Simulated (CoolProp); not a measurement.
Saturation properties of CH3F (R41).

The numbers come from the reference Helmholtz-energy equation of state, Lemmon 2006 in CoolProp. It is a short technical equation, of lower accuracy than the large ones.

```csv
T (K),p (kPa),liquid density (kg/m³),vapour density (kg/m³)
206.2,182.8,856.9,3.865
208.1,200.2,852.7,4.212
210,219.0,848.5,4.583
212,240.2,844.1,5.000
213.9,261.7,839.8,5.424
215.8,284.8,835.5,5.875
217.7,309.3,831.2,6.355
219.6,335.5,826.8,6.866
221.5,363.3,822.4,7.408
223.5,394.4,817.7,8.015
225.4,425.9,813.2,8.627
227.3,459.2,808.6,9.276
229.2,494.5,804.0,9.963
231.1,531.8,799.4,10.69
233,571.1,794.7,11.46
```

It boils at 194.8 K under 1 atm.
